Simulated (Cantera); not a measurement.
An isothermal, constant-pressure homogeneous reactor starts with N2O : H2 : N2 = 1 : 0.029 : 8.8 (molar parts), at 1050 K and 1.20 bar.

Detailed kinetics in Cantera: GRI-Mech 3.0 (53 species, 325 reactions). GRI-Mech 3.0 was tuned for natural gas; its chemistry of N2O as a main component is partial and can be far from experiment. The mechanism lacks the step 2 NO + O2 → 2 NO2, which can matter for NO2 below about 1400 K. The temperature is held fixed by assumption; the heat of reaction is taken as removed at once.

Predict: x(N2O) at 1.00 s; x(H2) at 1.00 s; x(H2O) at 1.00 s; x(O) at 1.00 s; x(NO) at 1.00 s; x(OH) at 1.00 s.


```
Quantity                                            Result
----------------  ----------------------------------------
x(N2O) at 1.00 s    0.0961 (gas-phase equilibrium 2.60e-9)
x(H2) at 1.00 s   2.39e-9 (gas-phase equilibrium 4.31e-12)
x(H2O) at 1.00 s   0.00295 (gas-phase equilibrium 0.00281)
x(O) at 1.00 s    1.06e-7 (gas-phase equilibrium 1.33e-10)
x(NO) at 1.00 s   0.000127 (gas-phase equilibrium 2.76e-5)
x(OH) at 1.00 s    7.71e-7 (gas-phase equilibrium 3.22e-8)
```
